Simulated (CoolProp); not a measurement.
Vapour-liquid equilibrium of isobutane (1) + R245fa (2) at 53.45 °C; x and y are mole fractions of (1).

Model: multi-fluid Helmholtz-energy mixture model, Bücker 2006 and Akasaka 2015; pair parameters Bell 2016, in CoolProp.

| x | bubble pressure, mixture model (kPa) | bubble pressure, Raoult's law (kPa) | y, mixture model | y, Raoult's law |
|---|---|---|---|---|
| 0.05 | 486.1 | 400.2 | 0.229 | 0.093 |
| 0.2 | 680.9 | 454.6 | 0.489 | 0.328 |
| 0.35 | 770.2 | 509.0 | 0.583 | 0.512 |
| 0.5 | 813.2 | 563.4 | 0.639 | 0.661 |
| 0.65 | 834.6 | 617.9 | 0.692 | 0.784 |
| 0.8 | 833.8 | 672.3 | 0.769 | 0.886 |
| 0.95 | 783.4 | 726.7 | 0.915 | 0.974 |

The largest gap from Raoult's law is +51.3 % in bubble pressure, at x = 0.35. y crosses x between x = 0.65 and 0.8: the model has an azeotrope there.

Pair parameters are fitted to limited data, so mixtures are less certain than the pure fluids. With so large a gap from Raoult's law the liquid may split in two, which this calculation doesn't test in full.
